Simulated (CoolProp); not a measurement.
Vapour-liquid equilibrium of R22 (1) + R123 (2) at 33.35 °C; x and y are mole fractions of (1).

Model: multi-fluid Helmholtz-energy mixture model, Kamei 1995 and Younglove 1994; pair parameters Bell 2016, in CoolProp.

```tsv
x	bubble pressure, mixture model (MPa)	bubble pressure, Raoult's law (MPa)	y, mixture model	y, Raoult's law
0.05	0.1725	0.1821	0.308	0.357
0.15	0.2781	0.2997	___	0.650
0.25	___	0.4173	0.740	0.778
0.35	0.5053	0.5349	0.819	0.850
0.45	0.6219	0.6525	0.870	0.896
0.55	___	0.7701	0.906	0.928
0.65	0.8565	0.8877	0.933	0.951
0.75	___	1.005	0.955	0.969
0.85	1.099	1.123	0.974	0.984
0.95	1.230	1.241	___	0.995
```

**Question.** What belongs in the gaps?

**Answer.** 
- 0.15, y, mixture model: 0.602
- 0.25, bubble pressure, mixture model (MPa): 0.3900
- 0.55, bubble pressure, mixture model (MPa): 0.7390
- 0.75, bubble pressure, mixture model (MPa): 0.9758
- 0.95, y, mixture model: 0.991

The largest gap from Raoult's law is -7.2 % in bubble pressure, at x = 0.15. No azeotrope shows between x = 0.05 and 0.95.

The pair parameters rest on a limited set of measurements; away from them the model extrapolates.
